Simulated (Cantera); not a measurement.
Input: 1 mol Fe2O3, 8.3 mol CO, 10 mol H2, at 1873.15 K and 32.0 Pa.

Method: chemical equilibrium by Gibbs-energy minimisation in Cantera with the NASA 1993 tables (ideal gas, pure condensed phases). Candidate condensed phases: C, C6H6, C7H8, C8H18, Fe, Fe(CO)5, FeO, Fe(OH)2, Fe(OH)3, Fe2O3, Fe3O4, H2O; 114 gas species. Rates play no part.

Base state: CO 0.375, H2 0.360, H2O 0.116, Fe 0.0970, CO2 0.0293, H 0.0217, OH 0.000541, FeO 0.000449 (mole fractions); condensed: gas only.

**Question.** What changes in the equilibrium state with this change: Fe2O3 replaced by TiO2?

**Answer.** 
| species | before | after |
|---|---|---|
| H2 | 0.360 | 0.512 |
| CO | 0.375 | 0.445 |
| H | 0.0217 | 0.0258 |
| H2O | 0.116 | 0.0148 |
| Fe | 0.0970 | 0 |
| CO2 | 0.0293 | 0.00313 |
| TiO2 | 0 | 3.51e-5 |
| FeO | 0.000449 | 0 |
| TiO | 0 | 1.06e-5 |
| O | 2.46e-5 | 2.22e-6 |
| Ti3O5(s), mol | 0 | 0.333 |
Further candidate phases: Ti, TiC, TiO, TiO2, Ti2O3, Ti3O5, Ti4O7.

**Question.** What changes in the equilibrium state with this change: temperature from 1873.15 K to 973.15 K?

**Answer.** 
```tsv
species	before	after
H2	0.360	0.473
CO	0.375	0.363
CO2	0.0293	0.0906
Fe	0.0970	<1e-9
H	0.0217	4.18e-8
H2O	0.116	0.0733
OH	0.000541	<1e-9
FeO	0.000449	<1e-9
O	2.46e-5	<1e-9
Fe(α), mol	0	2.00
```
